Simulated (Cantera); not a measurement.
Input: 1 mol C2H5OH, 7.8 mol H2, 2.1 mol N2, equilibrated at 0.825 Torr.

Cantera equilibrium calculation (NASA polynomials, part measured and part estimated; ideal gas, pure solids and liquids). Candidate condensed phases: C, C6H6, C7H8, C8H18, H2O; 136 gas species. Rates play no part.

x: gas mole fraction; n: condensed amount in mol.

```tsv
T (°C)	x H2	x H	x N2	x CO	x HCN	n C(graphite)
1475	0.771	0.00605	0.150	0.0717	0.00161	0.974
1575	0.763	0.0140	0.149	0.0714	0.00260	0.957
1675	0.748	0.0295	0.147	0.0709	0.00396	0.930
1775	0.722	0.0574	0.144	0.0699	0.00571	0.891
1875	0.679	0.104	0.139	0.0682	0.00779	0.838
1975	0.615	0.174	0.132	0.0657	0.0100	[?]
2075	0.527	0.270	0.124	0.0622	0.0121	[?]
2175	0.420	0.389	0.114	0.0579	0.0135	[?]
2275	0.305	0.515	0.103	0.0532	0.0141	[?]
2375	0.201	0.628	0.0932	0.0488	0.0137	[?]
2475	0.122	0.717	0.0873	0.0453	0.00963	[?]
```

### Question
Some entries are withheld; supply them.

### Answer

- 1975, n C(graphite): 0.770
- 2075, n C(graphite): 0.685
- 2175, n C(graphite): 0.582
- 2275, n C(graphite): 0.438
- 2375, n C(graphite): 0.123
- 2475, n C(graphite): 0
